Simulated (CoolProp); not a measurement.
Saturation properties of carbonyl sulfide.

Computed with CoolProp (reference Helmholtz-energy equation of state, Lemmon 2006). It is a short technical equation, of lower accuracy than the large ones.

| T (K) | p (MPa) | liquid density (kg/m³) | vapour density (kg/m³) |
|---|---|---|---|
| 201.5 | 0.03318 | 1219 | (withheld) |
| 221.5 | (withheld) | (withheld) | 3.169 |
| 241.6 | (withheld) | 1133 | 7.015 |
| 261.7 | (withheld) | 1087 | 13.68 |
| 281.8 | 0.8340 | 1036 | 24.38 |
| 301.8 | 1.401 | (withheld) | 40.70 |
| 321.9 | 2.211 | 914.6 | (withheld) |
| 342 | 3.316 | 835.9 | 104.5 |

### Question
Fill in the missing entries.

### Answer

- 201.5, vapour density (kg/m³): 1.205
- 221.5, p (MPa): 0.09452
- 221.5, liquid density (kg/m³): 1177
- 241.6, p (MPa): 0.2230
- 261.7, p (MPa): 0.4554
- 301.8, liquid density (kg/m³): 979.5
- 321.9, vapour density (kg/m³): 65.59

It boils at 223.0 K under 1 atm.
